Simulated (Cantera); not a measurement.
A closed system holds: 1 mol Ti(OiPr)4, 9.8 mol H2O, 41 mol H2.

Equilibrium computed with Cantera from the NASA thermochemical tables; the gas is ideal and each condensed phase is pure. Candidate condensed phases: C, C6H6, C7H8, C8H18, H2O, Ti, TiC, TiO, TiO2, Ti2O3, Ti3O5, Ti4O7; 113 gas species. The feed counts by its element totals alone. Mutual solubility and eutectic melting of coexisting phases are not modelled. Condensed phases not in the tables: Magnéli phases beyond Ti4O7. Kinetics and transport are ignored.

Task: What condenses at these points (T in K, P in Pa): (1798, 1000); (1423, 46); (1948, 46); (1948, 1000); (1498, 4600); (1423, 100000)?

Result: 
```tsv
T (K)	P in Pa	condensed phases	Ti condensed (%)
1798	1000	Ti3O5	100.0
1423	46	Ti3O5	100.0
1948	46	Ti2O3 + Ti3O5	98.2
1948	1000	Ti2O3 + Ti3O5	99.9
1498	4600	Ti3O5	100.0
1423	100000	Ti3O5 + Ti4O7	100.0
```
